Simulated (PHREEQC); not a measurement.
0.014 g of hydrous ferric oxide (600 m²/g; 0.2 weak and 0.005 strong sites per Fe, Dzombak-Morel constants, diffuse double layer) in 1 kg of water with 0.1 mol/kgw of an inert sodium salt, at 25 °C; the pH is set by adding NaOH or the inert anion's acid. Oxygen alone is held at its pressure in air (log pO2 = -0.68). CO2 from the air is kept out. Precipitation was switched off in this run.

Base run: PHREEQC, ion-association model, wateq4f.dat. Each further column changes one thing. The table gives surface charge σ (C/m²).

```csv
pH,base,background salt from 0.1 to 0.01 mol/kgw,oxide from 0.014 to 0.07 g/kgw,6.4e-06 mol/kgw ZnCl2 added
4,0.321,0.216,0.321,0.321
4.67,0.253,0.143,0.253,0.253
5.33,0.177,…,0.177,0.177
6.67,0.063,0.025,0.063,0.065
7.33,0.029,…,0.029,0.035
8,0.004,0.001,0.004,0.016
8.67,-0.020,…,-0.020,-0.005
9.33,-0.051,-0.020,-0.051,-0.030
10.67,-0.154,-0.075,-0.154,…
11.33,-0.229,-0.131,-0.229,-0.183
12,-0.306,-0.229,-0.306,…
```

**Question.** Fill in the missing entries.

**Answer.** 
- 5.33, background salt from 0.1 to 0.01 mol/kgw: 0.088
- 7.33, background salt from 0.1 to 0.01 mol/kgw: 0.011
- 8.67, background salt from 0.1 to 0.01 mol/kgw: -0.007
- 10.67, 6.4e-06 mol/kgw ZnCl2 added: -0.112
- 12, 6.4e-06 mol/kgw ZnCl2 added: -0.285
